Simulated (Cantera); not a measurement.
Charge: 1 mol SiCl4, 0.54 mol N2O, 4.9 mol H2, held at 1048.15 K and 63.8 Torr.

These are equilibrium values from Cantera (NASA tables, ideal gas, pure condensed phases), not measurements of a reactor. Candidate condensed phases: H2O, NH4Cl, Si, SiO2, Si2N2O, Si3N4; 47 gas species. Mutual solubility and eutectic melting of coexisting phases are not modelled. Equilibrium is a limit: real reactors are often held back by kinetics, nucleation or transport.

Base state: HCl 0.569, H2 0.420, N2 0.00872, SiCl4 0.00155, SiHCl3 1.18e-5 (mole fractions); condensed: SiO2(β-quartz) + Si2N2O(s).

Task: What changes in the equilibrium state with this change: SiCl4 replaced by Si2H6?

Result: 
```
species               before  after
-------------------  -------  -----
H2                     0.420   1.00
HCl                    0.569      0
N2                   0.00872  <1e-9
SiCl4                0.00155      0
SiHCl3               1.18e-5      0
SiO2(β-quartz), mol   0.0303      0
Si2N2O(s), mol         0.479  0.540
Si(s), mol                 0  0.920
```
The feed counts by its element totals alone.

Task: What changes in the equilibrium state with this change: temperature from 1048.15 K to 1975 K?

Result: 
```csv
species,before,after
H2,0.420,0.421
HCl,0.569,0.381
N2,0.00872,0.0676
SiO,<1e-9,0.0676
SiCl2,4.49e-8,0.0549
H,1.72e-8,0.00305
SiCl,<1e-9,0.000141
Cl,2.13e-8,0.00206
Si,<1e-9,2.46e-5
"SiO2(β-quartz), mol",0.0303,0
"Si2N2O(s), mol",0.479,0
```
The tables' values for SiCl3, SiCl are old estimates; treat these amounts as uncertain.

Task: What changes in the equilibrium state with this change: temperature from 1048.15 K to 1675 K?

Result: 
| species | before | after |
|---|---|---|
| HCl | 0.569 | 0.481 |
| H2 | 0.420 | 0.440 |
| N2 | 0.00872 | 0.0334 |
| SiCl2 | 4.49e-8 | 0.0256 |
| SiO | <1e-9 | 0.0122 |
| H | 1.72e-8 | 0.000264 |
| Cl | 2.13e-8 | 0.000225 |
| SiCl3 | 1.95e-6 | 0.00494 |
| SiO2(β-quartz), mol | 0.0303 | 0.0760 |
| Si2N2O(s), mol | 0.479 | 0.300 |
The tables' values for SiCl3 are old estimates; treat these amounts as uncertain. The tables hold silica as quartz up to 1696 K and as liquid above; real silica turns to tridymite and cristobalite and melts near 1996 K.
